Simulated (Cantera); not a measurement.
## NaI + H₂ + N₂ (halide evaporation, hydrolysis and transport)

Charge: 1 mol NaI, 0.23 mol H₂, 0.41 mol N₂.

Cantera equilibrium calculation (NASA polynomials, part measured and part estimated; ideal gas, pure solids and liquids). Candidate condensed phases: I₂, Na, NaI; 16 gas species. Kinetics and transport are ignored.

Question: Map the stable condensed phases over T = 823, 923, 1023, 1123, 1223, 1323, 1423, 1523, 1623, 1723 K and P in Pa = 0.10, 0.40, 1.6, 6.3, 25, 100, 400, 1600, 6300, 25000, 100000.

Answer: 
```
T in K \ P in Pa
           0.10   0.40    1.6    6.3     25    100    400   1600   6300  25000 100000
   1723       A      A      A      A      A      A      A      A      A      A      A
   1623       A      A      A      A      A      A      A      A      A      A      A
   1523       A      A      A      A      A      A      A      A      A      A      B
   1423       A      A      A      A      A      A      A      A      A      A      B
   1323       A      A      A      A      A      A      A      A      A      B      B
   1223       A      A      A      A      A      A      A      A      B      B      B
   1123       A      A      A      A      A      A      A      B      B      B      B
   1023       A      A      A      A      A      A      B      B      B      B      B
    923       A      A      A      A      A      B      B      B      B      B      B
    823       A      A      B      B      B      B      B      B      B      B      B
```
A: gas only; B: NaI.
